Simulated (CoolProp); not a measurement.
The fluid at 293.15 K and 0.0259 MPa is throttled through a valve to 0.00326 MPa with no heat exchange. The same conditions are run with several fluids, on thermodynamics alone (safety and materials aside).

Computed with CoolProp (reference Helmholtz-energy equation of state of each fluid (R236EA: Rui 2013; R124: de Vries 1995; nitrous oxide: Lemmon 2006; chloromethane (R40): Thol 2014; CH3F (R41): Lemmon 2006)).

Question: Rank R236EA, R124, nitrous oxide, chloromethane (R40), CH3F (R41) by temperature change (K), highest first.

Answer: nitrous oxide (-0.3), CH3F (R41) (-0.4), R124 (-0.5), R236EA (-0.6), chloromethane (R40) (-0.9)

```
fluid                final density (kg/m³)
-------------------  ---------------------
R236EA                               0.204
R124                                 0.183
nitrous oxide                       0.0589
chloromethane (R40)                 0.0678
CH3F (R41)                          0.0456
```
